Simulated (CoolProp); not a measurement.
Vapour-liquid equilibrium of propylene (1) + R114 (2) at 328.3 K; x and y are mole fractions of (1).

The numbers come from the multi-fluid Helmholtz-energy mixture model, Lemmon 2013 and Platzer 1990; pair parameters Bell 2016 in CoolProp. This equation is an older, rougher fit; its heat capacities, sound speeds and derivatives of the liquid may be far off and weren't checked against measurements.

```
x     bubble pressure, mixture model (MPa)  bubble pressure, Raoult's law (MPa)  y, mixture model  y, Raoult's law
----  ------------------------------------  -----------------------------------  ----------------  ---------------
0.05                                0.6128                               0.6009             0.182            0.190
0.2                                 0.9151                               0.8674             0.496            0.528
0.35                                 1.201                                1.134             0.657            0.707
0.5                                  1.465                                1.401             0.757            0.817
0.65                                 1.711                                1.667             0.833            0.893
0.8                                  1.952                                1.934             0.902            0.947
0.95                                 2.202                                2.200             0.974            0.988
```

The largest gap from Raoult's law is +5.9 % in bubble pressure, at x = 0.35. No azeotrope shows between x = 0.05 and 0.95.

The pair parameters rest on a limited set of measurements; away from them the model extrapolates.
